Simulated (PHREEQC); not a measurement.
## Phosphoric acid bath (model solution)

Dissolve 0.35 mol NaH2PO4 and 0.087 mol HNO3 per kg of water at 25 °C. Closed to the air; pH follows from the charge balance.

Model: ion-association model, phreeqc.dat, run in PHREEQC.

Each row changes one thing in this solution. No solid was allowed to form.

```csv
case,pH,ionic strength (mol/kgw),H2PO4- (mol/kgw),H3PO4 (mol/kgw),HPO4-2 (mol/kgw),NaHPO4- (mol/kgw)
as made,2.49,0.354,0.267,0.0829,1.51e-5,2.55e-6
diluted 100-fold with water,3.24,0.00411,0.00324,0.000257,4.29e-7,2.23e-9
NaH2PO4 from 0.35 to 0.035 mol/kgw,1.32,…,0.00543,0.0296,1.46e-8,3.82e-10
diluted 5-fold with water,…,0.0727,0.0553,0.0147,2.93e-6,1.66e-7
HNO3 from 0.087 to 0.0174 mol/kgw,3.28,0.351,0.333,0.0169,0.000115,1.96e-5
temperature from 25 to 55 °C,2.62,0.353,0.266,0.0839,2.48e-5,3.89e-6
```

### Question
What belongs in the gaps?

### Answer

- NaH2PO4 from 0.35 to 0.035 mol/kgw, ionic strength (mol/kgw): 0.0924
- diluted 5-fold with water, pH: 2.64

Away from 25 °C the constants follow the database's enthalpies or fits; those with neither stay at their 25 °C values.
